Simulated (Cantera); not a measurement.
C3H6 + O2 + H2 (carbon deposition, reforming and gasification)

A closed system holds: 1 mol C3H6, 0.56 mol O2, 14 mol H2, equilibrated at 850000 Pa.

Cantera equilibrium calculation (NASA polynomials, part measured and part estimated; ideal gas, pure solids and liquids). Candidate condensed phases: C, C6H6, C7H8, C8H18, H2O; 110 gas species. Rates play no part.

From 950 K to 1050 K nothing is condensed. From 1150 K to 2050 K the condensed part is C(graphite). The main C-bearing gas is CH4 at 950 K and CO at 2050 K.

| T (K) | x H2 | x CH4 | x H2O | x CO | x CO2 | n C(graphite) |
|---|---|---|---|---|---|---|
| 950 | 0.713 | 0.208 | 0.0741 | 0.00375 | 0.000699 | 0 |
| 1050 | 0.751 | 0.175 | 0.0464 | 0.0255 | 0.00186 | 0 |
| 1150 | 0.802 | 0.128 | 0.0167 | 0.0523 | 0.000916 | 0.134 |
| 1250 | 0.864 | 0.0698 | 0.00657 | 0.0594 | 0.000289 | 0.821 |
| 1350 | 0.896 | 0.0394 | 0.00269 | 0.0615 | 9.39e-5 | 1.24 |
| 1450 | 0.913 | 0.0234 | 0.00120 | 0.0621 | 3.43e-5 | 1.49 |
| 1550 | 0.922 | 0.0147 | 0.000590 | 0.0621 | 1.42e-5 | 1.63 |
| 1650 | 0.928 | 0.00972 | 0.000315 | 0.0621 | 6.57e-6 | 1.71 |
| 1750 | 0.931 | 0.00673 | 0.000181 | 0.0620 | 3.33e-6 | 1.76 |
| 1850 | 0.933 | 0.00484 | 0.000110 | 0.0620 | 1.82e-6 | 1.78 |
| 1950 | 0.933 | 0.00360 | 7.07e-5 | 0.0620 | 1.07e-6 | 1.80 |
| 2050 | 0.933 | 0.00276 | 4.74e-5 | 0.0619 | 6.60e-7 | 1.79 |
x: gas mole fraction; n: condensed amount in mol.
